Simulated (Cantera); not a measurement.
Charge: 1 mol SiH4, 0.85 mol N2O, 1.3 mol H2, held at 0.410 bar.

Equilibrium computed with Cantera from the NASA thermochemical tables; the gas is ideal and each condensed phase is pure. Candidate condensed phases: H2O, Si, SiO2, Si2N2O, Si3N4; 35 gas species. Rates play no part.

At 925 K, list the 4 most abundant gas species with their mole fractions, and the condensed phases.

H2 0.876, N2 0.124, NH3 0.000118, H2O 3.22e-5. Condensed: SiO2(β-quartz) + Si2N2O(s).
